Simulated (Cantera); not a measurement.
A perfectly stirred reactor is fed with CH₃OH : O₂ : N₂ = 0.0072 : 0.047 : 1 (molar parts), at 5.70 bar; it is held at 1573 K, and followed from long to short residence time.

Model: GRI-Mech 3.0 (53 species, 325 reactions), integrated in Cantera. GRI-Mech 3.0 was tuned for natural gas; its chemistry of methanol as a main component is partial and can be far from experiment.

Task: What does this change do: O2 0.047 to 0.02 parts?

Result: 
| quantity | before | after |
|---|---|---|
| x(CH₃OH) at τ = 2.10 s | 1.46e-7 | 1.45e-7 |
| x(O₂) at τ = 2.10 s | 0.0342 | 0.00892 |
| x(C₂H₄) at τ = 2.10 s | <1e-12 | <1e-12 |
| x(CO) at τ = 2.10 s | 6.32e-6 | 8.12e-6 |
| x(HCN) at τ = 2.10 s | 4.07e-12 | 1.37e-11 |
| x(CH₃OH) at τ = 33.0 ms | 2.86e-6 | 2.41e-6 |
| x(O₂) at τ = 33.0 ms | 0.0343 | 0.00897 |
| x(C₂H₄) at τ = 33.0 ms | <1e-12 | <1e-12 |
| x(CO) at τ = 33.0 ms | 0.000132 | 0.000140 |
| x(HCN) at τ = 33.0 ms | 8.67e-12 | 5.98e-11 |

Task: What does this change do: pressure from 5.70 bar to 1.20 bar?

Result: 
| quantity | before | after |
|---|---|---|
| x(CH₃OH) at τ = 2.10 s | 1.46e-7 | 2.66e-7 |
| x(O₂) at τ = 2.10 s | 0.0342 | 0.0342 |
| x(C₂H₄) at τ = 2.10 s | <1e-12 | <1e-12 |
| x(CO) at τ = 2.10 s | 6.32e-6 | 1.44e-5 |
| x(HCN) at τ = 2.10 s | 4.07e-12 | 2.81e-12 |
| x(CH₃OH) at τ = 33.0 ms | 2.86e-6 | 3.66e-6 |
| x(O₂) at τ = 33.0 ms | 0.0343 | 0.0342 |
| x(C₂H₄) at τ = 33.0 ms | <1e-12 | <1e-12 |
| x(CO) at τ = 33.0 ms | 0.000132 | 0.000244 |
| x(HCN) at τ = 33.0 ms | 8.67e-12 | 9.20e-12 |

Task: What does this change do: N2 1 to 1.7 parts?

Result: 
```json
[
 {"quantity": "x(CH₃OH) at τ = 2.10 s", "before": "1.46e-7", "after": "1.12e-7"},
 {"quantity": "x(O₂) at τ = 2.10 s", "before": "0.0342", "after": "0.0206"},
 {"quantity": "x(C₂H₄) at τ = 2.10 s", "before": "<1e-12", "after": "<1e-12"},
 {"quantity": "x(CO) at τ = 2.10 s", "before": "6.32e-6", "after": "5.04e-6"},
 {"quantity": "x(HCN) at τ = 2.10 s", "before": "4.07e-12", "after": "5.40e-12"},
 {"quantity": "x(CH₃OH) at τ = 33.0 ms", "before": "2.86e-6", "after": "2.03e-6"},
 {"quantity": "x(O₂) at τ = 33.0 ms", "before": "0.0343", "after": "0.0206"},
 {"quantity": "x(C₂H₄) at τ = 33.0 ms", "before": "<1e-12", "after": "<1e-12"},
 {"quantity": "x(CO) at τ = 33.0 ms", "before": "0.000132", "after": "0.000100"},
 {"quantity": "x(HCN) at τ = 33.0 ms", "before": "8.67e-12", "after": "1.14e-11"}
]
```
